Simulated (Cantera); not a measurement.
Metals in furnace atmospheres: Fe + CO + H₂

Input: 1 mol Fe, 11 mol CO, 1.9 mol H₂, at 13.3 mbar.

Equilibrium computed with Cantera from the NASA thermochemical tables; the gas is ideal and each condensed phase is pure. Candidate condensed phases: C, C₆H₆, C₇H₈, C₈H₁₈, Fe, Fe(CO)₅, FeO, Fe(OH)₂, Fe(OH)₃, Fe₂O₃, Fe₃O₄, H₂O; 114 gas species. Condensed phases not in the tables: cementite and carbon dissolved in iron. Equilibrium is a limit: real reactors are often held back by kinetics, nucleation or transport.

```csv
T (K),x CO,x H₂,x CO₂,x H,x H₂O,x Fe,x CH₄,n C(graphite),n Fe(γ)
1248,0.853,0.147,9.57e-5,1.55e-6,2.57e-5,1.75e-8,3.22e-6,0.00152,1.00
1273,0.853,0.147,6.97e-5,2.37e-6,1.99e-5,3.73e-8,2.72e-6,0.00112,1.00
1298,0.853,0.147,5.13e-5,3.56e-6,1.56e-5,7.73e-8,2.30e-6,0,1.000
1323,0.853,0.147,3.83e-5,5.27e-6,1.23e-5,1.56e-7,1.97e-6,0,1.000
1348,0.853,0.147,2.89e-5,7.69e-6,9.77e-6,3.06e-7,1.69e-6,0,1.000
1373,0.853,0.147,2.20e-5,1.11e-5,7.84e-6,5.85e-7,1.46e-6,0,1.000
1398,0.853,0.147,1.70e-5,1.57e-5,6.34e-6,1.09e-6,1.26e-6,0,1.000
1423,0.853,0.147,1.32e-5,2.21e-5,5.17e-6,2.00e-6,1.10e-6,0,1.000
1448,0.853,0.147,1.04e-5,3.06e-5,4.24e-6,3.58e-6,9.65e-7,0,1.000
1473,0.853,0.147,8.20e-6,4.20e-5,3.51e-6,6.27e-6,8.49e-7,0,1.000
```
x: gas mole fraction; n: condensed amount in mol.

From 1248 K to 1273 K the condensed part is C(graphite) + Fe(γ). From 1298 K to 1473 K the condensed part is Fe(γ). The main Fe-bearing gas is Fe throughout.
